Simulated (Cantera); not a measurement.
A perfectly stirred reactor is fed with 34.5 % C2H4, 65.5 % H2, at 0.900 Torr; it is held at 1675 K, and followed from long to short residence time.

Detailed kinetics in Cantera: GRI-Mech 3.0 (53 species, 325 reactions). GRI-Mech 3.0 was tuned for natural gas; its chemistry of ethylene as a main component is partial and can be far from experiment. GRI-Mech 3.0 stops at C3 and has no aromatics, soot or wall deposition, so with more carbon than oxygen in the feed, carbon stays in small species such as C2H2 where larger ones or solid carbon would form. Radical loss at walls, strong at low pressure, is not modelled.

x: mole fraction; the columns are a selection and need not sum to one.

```csv
τ (s),x C2H4,x H2,x C2H6,x CH2,x CH3
5.8,0.00937,0.741,3.28e-9,1.43e-9,9.81e-8
2.1,0.0321,0.735,7.95e-9,2.69e-9,4.23e-8
0.74,0.0886,0.721,1.68e-8,4.70e-9,2.44e-8
0.26,0.180,0.697,2.77e-8,6.79e-9,1.97e-8
0.093,0.266,0.675,3.21e-8,6.73e-9,1.60e-8
0.033,0.315,0.663,[?],[?],[?]
0.012,0.334,0.658,[?],[?],[?]
0.0042,0.341,0.656,9.32e-9,4.87e-10,2.01e-9
0.0015,0.343,0.656,3.74e-9,1.28e-10,5.88e-10
0.00053,0.344,0.655,1.13e-9,2.58e-11,1.09e-10
0.00019,0.345,0.655,2.62e-10,4.33e-12,1.32e-11
```

Task: Fill in the missing entries.

Result: 
- 0.033, x C2H6: 2.69e-8
- 0.033, x CH2: 3.93e-9
- 0.033, x CH3: 9.97e-9
- 0.012, x C2H6: 1.80e-8
- 0.012, x CH2: 1.56e-9
- 0.012, x CH3: 5.02e-9
